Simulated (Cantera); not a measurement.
What does this Cantera script print?

```python
import numpy as np
import cantera as ct

gas = ct.Solution("gri30.yaml")
gas.TPX = 1125, 960000, {'C3H8': 1, 'O2': 2.5, 'N2': 9.4}
reactor = ct.IdealGasConstPressureReactor(gas, energy="on", clone=False)
net = ct.ReactorNet([reactor])
net.rtol, net.atol = 1e-08, 1e-16
show = ['C3H8', 'O2', 'CH4', 'OH', 'CH3', 'H']
times = np.geomspace(2e-06, 0.2, 16)

steps = ct.SolutionArray(gas, extra=["t"])
rows = []
print(f"{'t/s':>10s}{'T/K':>9s}{'P/Pa':>11s}" + "".join(f"{s:>11s}" for s in show))
for t in times:
    while net.time < t:
        t_next = net.step()
        steps.append(gas.state, t=t_next)
    rows.append([np.interp(t, steps.t, y) for y in (steps.T, steps.P, *steps(*show).X.T)])
    print(f"{t:10.3e}{rows[-1][0]:9.1f}{rows[-1][1]:11.4g}" + "".join(f"{x:11.3e}" for x in rows[-1][2:]))
rate = np.gradient(steps.T, steps.t)
print("integrator steps:", len(steps.t))
if steps.T.max() > steps.T[0] + 200:
    print(f"time of steepest temperature rise: {steps.t[rate.argmax()]:.4e} s")
gas.TPX = 1125, 960000, {'C3H8': 1, 'O2': 2.5, 'N2': 9.4}
gas.equilibrate("HP")
print(f"equilibrium (HP): T = {gas.T:.1f} K  " + "  ".join(f"{s} {gas[s].X[0]:.3e}" for s in show))
```

Output:

```
       t/s      T/K       P/Pa       C3H8         O2        CH4         OH        CH3          H
 2.000e-06   1125.0    9.6e+05  7.752e-02  1.938e-01  4.740e-09  2.006e-11  1.203e-07  5.170e-11
 4.309e-06   1125.0    9.6e+05  7.752e-02  1.938e-01  2.264e-08  4.385e-11  2.673e-07  5.739e-11
 9.283e-06   1125.0    9.6e+05  7.752e-02  1.938e-01  1.094e-07  1.137e-10  6.057e-07  7.750e-11
 2.000e-05   1125.0    9.6e+05  7.752e-02  1.938e-01  5.432e-07  3.428e-10  1.429e-06  1.564e-10
 4.309e-05   1125.0    9.6e+05  7.751e-02  1.938e-01  2.814e-06  1.083e-09  3.500e-06  4.445e-10
 9.283e-05   1124.9    9.6e+05  7.749e-02  1.938e-01  1.411e-05  2.572e-09  7.416e-06  1.006e-09
 2.000e-04   1124.9    9.6e+05  7.741e-02  1.938e-01  5.286e-05  3.481e-09  9.649e-06  1.229e-09
 4.309e-04   1124.8    9.6e+05  7.723e-02  1.937e-01  1.464e-04  3.965e-09  1.017e-05  1.374e-09
 9.283e-04   1124.7    9.6e+05  7.681e-02  1.935e-01  3.595e-04  4.643e-09  1.067e-05  1.684e-09
 2.000e-03   1124.6    9.6e+05  7.577e-02  1.931e-01  8.679e-04  6.482e-09  1.184e-05  2.593e-09
 4.309e-03   1125.8    9.6e+05  7.253e-02  1.915e-01  2.304e-03  1.515e-08  1.586e-05  7.292e-09
 9.283e-03   2300.3    9.6e+05  1.479e-19  2.304e-07  1.085e-06  1.359e-04  1.683e-07  1.186e-03
 2.000e-02   2300.8    9.6e+05  2.943e-27  2.324e-07  3.358e-09  1.365e-04  5.256e-10  1.190e-03
 4.309e-02   2300.9    9.6e+05  2.868e-27  2.326e-07  3.321e-09  1.366e-04  5.199e-10  1.191e-03
 9.283e-02   2300.9    9.6e+05  2.862e-27  2.327e-07  3.317e-09  1.366e-04  5.195e-10  1.191e-03
 2.000e-01   2300.9    9.6e+05  2.862e-27  2.327e-07  3.317e-09  1.366e-04  5.195e-10  1.191e-03
integrator steps: 2493
time of steepest temperature rise: 7.6305e-03 s
equilibrium (HP): T = 2300.9 K  C3H8 3.637e-27  O2 2.327e-07  CH4 3.712e-09  OH 1.366e-04  CH3 5.813e-10  H 1.191e-03
```

Computed with Cantera and GRI-Mech 3.0 (53 species, 325 reactions). GRI-Mech 3.0 was tuned for natural gas; its chemistry of propane as a main component is partial and can be far from experiment.
